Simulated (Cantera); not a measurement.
Input (Python, Cantera):

```python
import numpy as np
import cantera as ct

gas = ct.Solution("SiF4_NH3_mec.yaml", "gas")
gas.TPX = 1650, 46000, {'NH3': 1, 'N2': 2}
reactor = ct.IdealGasConstPressureReactor(gas, energy="off", clone=False)
net = ct.ReactorNet([reactor])
net.rtol, net.atol = 1e-08, 1e-18
show = ['NH3', 'N2H2', 'N', 'H2', 'N2', 'NH2']
times = np.geomspace(0.0006, 5, 15)

steps = ct.SolutionArray(gas, extra=["t"])
rows = []
print(f"{'t/s':>10s}{'T/K':>9s}{'P/Pa':>11s}" + "".join(f"{s:>11s}" for s in show))
for t in times:
    while net.time < t:
        t_next = net.step()
        steps.append(gas.state, t=t_next)
    rows.append([np.interp(t, steps.t, y) for y in (steps.T, steps.P, *steps(*show).X.T)])
    print(f"{t:10.3e}{rows[-1][0]:9.1f}{rows[-1][1]:11.4g}" + "".join(f"{x:11.3e}" for x in rows[-1][2:]))
rate = np.gradient(steps.T, steps.t)
print("integrator steps:", len(steps.t))
if steps.T.max() > steps.T[0] + 200:
    print(f"time of steepest temperature rise: {steps.t[rate.argmax()]:.4e} s")
gas.TPX = 1650, 46000, {'NH3': 1, 'N2': 2}
gas.equilibrate("TP")
print(f"equilibrium (TP): T = {gas.T:.1f} K  " + "  ".join(f"{s} {gas[s].X[0]:.3e}" for s in show))
```

Output:

```
       t/s      T/K       P/Pa        NH3       N2H2          N         H2         N2        NH2
 6.000e-04   1650.0    4.6e+04  3.333e-01  9.506e-09  7.673e-12  9.703e-06  6.667e-01  1.864e-05
 1.143e-03   1650.0    4.6e+04  3.333e-01  3.632e-08  2.711e-11  2.030e-05  6.667e-01  3.501e-05
 2.179e-03   1650.0    4.6e+04  3.332e-01  1.227e-07  7.395e-11  5.030e-05  6.666e-01  6.224e-05
 4.153e-03   1650.0    4.6e+04  3.331e-01  2.769e-07  1.893e-10  1.496e-04  6.666e-01  9.171e-05
 7.914e-03   1650.0    4.6e+04  3.329e-01  3.521e-07  3.756e-10  4.118e-04  6.666e-01  1.027e-04
 1.508e-02   1650.0    4.6e+04  3.324e-01  3.569e-07  6.797e-10  9.425e-04  6.665e-01  1.030e-04
 2.874e-02   1650.0    4.6e+04  3.315e-01  3.556e-07  1.262e-09  1.953e-03  6.664e-01  1.021e-04
 5.477e-02   1650.0    4.6e+04  3.298e-01  3.529e-07  2.382e-09  3.870e-03  6.662e-01  1.007e-04
 1.044e-01   1650.0    4.6e+04  3.266e-01  3.477e-07  4.439e-09  7.487e-03  6.658e-01  9.840e-05
 1.989e-01   1650.0    4.6e+04  3.206e-01  3.375e-07  7.810e-09  1.424e-02  6.651e-01  9.509e-05
 3.791e-01   1650.0    4.6e+04  3.096e-01  3.187e-07  1.232e-08  2.660e-02  6.637e-01  9.063e-05
 7.224e-01   1650.0    4.6e+04  2.902e-01  2.868e-07  1.693e-08  4.840e-02  6.613e-01  8.470e-05
 1.377e+00   1650.0    4.6e+04  2.583e-01  2.376e-07  2.036e-08  8.438e-02  6.573e-01  7.649e-05
 2.624e+00   1650.0    4.6e+04  2.109e-01  1.724e-07  2.190e-08  1.376e-01  6.513e-01  6.503e-05
 5.000e+00   1650.0    4.6e+04  1.515e-01  1.030e-07  2.135e-08  2.045e-01  6.439e-01  5.022e-05
integrator steps: 1043
equilibrium (TP): T = 1650.0 K  NH3 3.390e-06  N2H2 2.247e-14  N 2.312e-12  H2 3.749e-01  N2 6.250e-01  NH2 1.836e-09
```

Detailed kinetics in Cantera: the gas-phase N/H chemistry of the illustrative SiF4/NH3 mechanism in the Surface Chemkin manual (1991). Walls and surfaces, which speed up NH3 decomposition in real reactors, are not modelled.
